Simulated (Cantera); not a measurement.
A closed system holds: 1 mol C6H6, 0.0074 mol O2, 49 mol N2, 0.065 mol H2O, at 62.3 Torr.

Method: chemical equilibrium by Gibbs-energy minimisation in Cantera with the NASA 1993 tables (ideal gas, pure condensed phases). Candidate condensed phases: C, C6H6, C7H8, C8H18, H2O; 136 gas species. Kinetics and transport are ignored.

Over these rows the condensed part is C(graphite). Partial pressures as log10 of bar:

```
T (K)  1000/T (1/K)  log p C2H2 (acetylene)  log p N2  log p H2
-----  ------------  ----------------------  --------  --------
1548         0.6460                   -7.12     -1.11     -2.31
1648         0.6068                       ?     -1.11     -2.31
1748         0.5721                   -6.26     -1.11     -2.32
1848         0.5411                   -5.91     -1.11     -2.32
1948         0.5133                   -5.60     -1.11     -2.33
2048         0.4883                   -5.32     -1.11     -2.34
```

Task: Fit log p(C2H2 (acetylene)) = a + b·(1000/T) to the five rows, give the apparent enthalpy, and predict the row at 1648 K.

Result: Means: 1000/T = 0.5522, log p = -6.042. Sxy = -0.170249, Sxx = 0.0149141, so b = -11.42 and a = -6.042 − (-11.42)×0.5522 = 0.26.
Apparent enthalpy: −19.145 × (-11.42) = 219 kJ/mol. With the condensed phases at unit activity, 2 C(graphite) + H2(g) = C2H2 (acetylene)(g) links this pressure to the main gases: over the six rows their terms move log p by -0.03 in all, so the slope is close to that reaction's ΔH°. The five rows lie within 0.01 of the line.
Prediction at 1648 K: 0.26 + (-11.42)×0.6068 = -6.67. The computed value is -6.66, 0.01 from the line.
